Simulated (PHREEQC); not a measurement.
1 kg of water holding 38 mmol/kgw Na2SO4 and 83 mmol/kgw NaOH is evaporated at 25 °C; the solids stay in contact with the brine. No CO2 enters from the air. The run lets Mirabilite, Thenardite precipitate or redissolve, and no other solid.

Equilibrium calculation in PHREEQC: Pitzer model, pitzer.dat.

**Question.** Predict ionic strength, water activity at water left (kg) = 0.02407, 0.00903.

**Answer.** 
```
water left (kg)  ionic strength  water activity
---------------  --------------  --------------
0.02407                    8.18           0.796
0.00903                    9.66           0.521
```
